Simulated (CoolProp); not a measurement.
The fluid at 512.55 K and 35.5 MPa flows at 1.1 m/s in a round tube of 12.7 mm bore and 0.25 µm roughness, fully developed (64/Re and Nu = 3.66 if laminar; Colebrook and Gnielinski if turbulent). The same conditions are run with several fluids, on thermodynamics alone (safety and materials aside).

Model: reference Helmholtz-energy equation of state of each fluid (ammonia: Gao 2020; carbon dioxide: Span 1996; propylene: Lemmon 2013; oxygen: Schmidt 1985; sulfur hexafluoride: Guder 2009), in CoolProp.

Problem. Rank ammonia, carbon dioxide, propylene, oxygen, sulfur hexafluoride by Reynolds number, highest first.

Solution. sulfur hexafluoride (182000), carbon dioxide (148000), ammonia (105000), propylene (99400), oxygen (90100)

```tsv
fluid	Darcy friction factor	pressure drop (Pa/m)	heat-transfer coefficient (W/(m² K))	mass flow (kg/h)
ammonia	0.0179	207	3160	122
carbon dioxide	0.0167	314	1310	197
propylene	0.0181	310	2120	180
oxygen	0.0185	211	723	120
sulfur hexafluoride	0.0161	793	2180	519
```

Above 300 K oxygen's equation is extrapolated.

Transport values come from each fluid's own correlations; those of propylene are estimates that may be off by 10 % or more.
